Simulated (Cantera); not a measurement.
What does this Cantera script print?

```python
import numpy as np
import cantera as ct

gas_names = """
    Cr CrO CrO2 CrO3 H HO2 H2 H2O H2O2 O OH O2 O3
""".split()
cond_names = """
    Cr(cr) Cr(L) Cr2O3(s) Cr2O3(L) H2O(s) H2O(L)
""".split()


# ... load() reads the species with a 1 bar reference pressure and builds the phases ...
atoms = {
    'Cr2O3': {'Cr': 2, 'O': 3},
    'H2': {'H': 2},
}
top_T = {}  # K; cautious upper limits of use, not melting points


# ... equilibrate(T, P, feed) seeds the gas with the atoms and calls Mixture.equilibrate('TP', solver="vcs", rtol=1e-11, max_steps=5000) ...
results = []
P = 270000  # Pa
for T in [1998, 2023, 2048, 2073, 2098, 2123, 2148, 2173, 2198, 2223]:
    for m in [240, 500, 760, 1000, 1300, 1500, 1800]:
        feed = {'Cr2O3': 1, 'H2': m}  # mol
        mix = equilibrate(T, P, feed)
        results.append((T, P, feed, dict(zip(mix.species_names, mix.species_moles))))

for T, P, feed, n in results:
    print(f"{T:7g} {feed['H2']:10.4g}  " + (" + ".join(c for c in cond_names if n.get(c, 0) > 1e-12) or "gas only"))
```

Result:

```
   1998        240  Cr(cr)
   1998        500  Cr(cr)
   1998        760  Cr(cr)
   1998       1000  Cr(cr)
   1998       1300  Cr(cr)
   1998       1500  Cr(cr)
   1998       1800  Cr(cr)
   2023        240  Cr(cr)
   2023        500  Cr(cr)
   2023        760  Cr(cr)
   2023       1000  Cr(cr)
   2023       1300  Cr(cr)
   2023       1500  Cr(cr)
   2023       1800  Cr(cr)
   2048        240  Cr(cr)
   2048        500  Cr(cr)
   2048        760  Cr(cr)
   2048       1000  Cr(cr)
   2048       1300  Cr(cr)
   2048       1500  Cr(cr)
   2048       1800  Cr(cr)
   2073        240  Cr(cr)
   2073        500  Cr(cr)
   2073        760  Cr(cr)
   2073       1000  Cr(cr)
   2073       1300  Cr(cr)
   2073       1500  Cr(cr)
   2073       1800  Cr(cr)
   2098        240  Cr(cr)
   2098        500  Cr(cr)
   2098        760  Cr(cr)
   2098       1000  Cr(cr)
   2098       1300  Cr(cr)
   2098       1500  Cr(cr)
   2098       1800  gas only
   2123        240  Cr(cr)
   2123        500  Cr(cr)
   2123        760  Cr(cr)
   2123       1000  Cr(cr)
   2123       1300  gas only
   2123       1500  gas only
   2123       1800  gas only
   2148        240  Cr(L)
   2148        500  Cr(L)
   2148        760  Cr(L)
   2148       1000  Cr(L)
   2148       1300  gas only
   2148       1500  gas only
   2148       1800  gas only
   2173        240  Cr(L)
   2173        500  Cr(L)
   2173        760  Cr(L)
   2173       1000  gas only
   2173       1300  gas only
   2173       1500  gas only
   2173       1800  gas only
   2198        240  Cr(L)
   2198        500  Cr(L)
   2198        760  gas only
   2198       1000  gas only
   2198       1300  gas only
   2198       1500  gas only
   2198       1800  gas only
   2223        240  Cr(L)
   2223        500  Cr(L)
   2223        760  gas only
   2223       1000  gas only
   2223       1300  gas only
   2223       1500  gas only
   2223       1800  gas only
```

Equilibrium computed with Cantera from the NASA thermochemical tables; the gas is ideal and each condensed phase is pure.
